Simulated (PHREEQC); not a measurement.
PHREEQC input (ion-association model, phreeqc.dat):

```
SOLUTION 0
  temp 15
  units mmol/kgw
  pH 7 charge
  S(6) 41
  Mg 41
  Cl 0.01
  O(0) 1 O2(g) -0.68
SOLUTION 1-30
  temp 15
  units mmol/kgw
  pH 7 charge
  Cl 194.01
  Mg 97
  S(6) 0.4
  Na 0.8
  O(0) 1 O2(g) -0.68
END
EXCHANGE 1-30
  X 0.065
  -equilibrate 1
END
SELECTED_OUTPUT 1
  -reset false
  -pH true
  -pe true
  -ionic_strength true
  -water true
  -step true
  -totals Cl Mg Na S S(-2) S(6)
  -molalities NaX MgX2
  -saturation_indices Halite
PRINT
  -reset false
TRANSPORT
  -cells 30
  -shifts 120
  -lengths 0.00333333
  -time_step 300
  -dispersivities 0.008
  -boundary_conditions flux flux
  -correct_disp true
  -punch_cells 30
  -punch_frequency 4
END
```

Selected output (columns that matter, 10 of 31 rows; pore volumes added in front):

```
pore volumes	pH	mu	Cl	Mg	Na	S	m_NaX	m_MgX2	si_Halite
0	5.1059	0.29129	0.19401	0.097	0.0008	0.0004	8.8154e-05	0.032456	-5.6645
0.4167	5.1082	0.28781	0.19096	0.096118	0.00079154	0.0010379	8.776e-05	0.032456	-5.6753
0.95	5.1986	0.18024	0.092461	0.067653	0.0004495	0.021652	6.3908e-05	0.032468	-6.2093
1.35	5.2767	0.12286	0.032272	0.05028	0.00019842	0.034248	3.5456e-05	0.032482	-7.0003
1.75	5.3136	0.10458	0.0095406	0.043732	7.8222e-05	0.039005	1.5624e-05	0.032492	-7.9258
2.2833	5.3275	0.098908	0.0016955	0.04148	2.0566e-05	0.040647	4.2854e-06	0.032498	-9.2537
2.6833	5.3297	0.098045	0.00045373	0.041125	7.227e-06	0.040907	1.5163e-06	0.032499	-10.28
3.0833	5.3303	0.097818	0.0001252	0.041032	2.4863e-06	0.040976	5.2262e-07	0.0325	-11.303
3.6167	5.3305	0.097752	2.8881e-05	0.041005	5.8855e-07	0.040996	1.2378e-07	0.0325	-12.565
4.0167	5.3305	0.097742	1.4845e-05	0.041001	1.9826e-07	0.040999	4.17e-08	0.0325	-13.327
```
